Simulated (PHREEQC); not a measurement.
A solution holds 0.007 mol HCl and 0.008 mol Li2SO4 per kg of water, at 30 °C. Closed to the air; pH follows from the charge balance.

Computed with PHREEQC (ion-association model, phreeqc.dat).

```json
[
 {"quantity": "pH", "before": "2.35", "after": "2.16"},
 {"quantity": "ionic strength (mol/kgw)", "before": "0.0269", "after": "0.0291"},
 {"quantity": "SO4-2 (mol/kgw)", "before": "0.00593", "after": "0.00530"},
 {"quantity": "HSO4- (mol/kgw)", "before": "0.00185", "after": "0.00251"},
 {"quantity": "LiSO4- (mol/kgw)", "before": "0.000222", "after": "0.000195"}
]
```

Problem. What was changed between the two runs?
(A) temperature from 30 to 20 °C
(B) temperature from 30 to 60 °C
(C) HCl from 0.007 to 0.0105 mol/kgw
(D) Li2SO4 from 0.008 to 0.012 mol/kgw
(E) Li2SO4 from 0.008 to 0.0008 mol/kgw

Solution. C, HCl from 0.007 to 0.0105 mol/kgw

No solid was allowed to form.
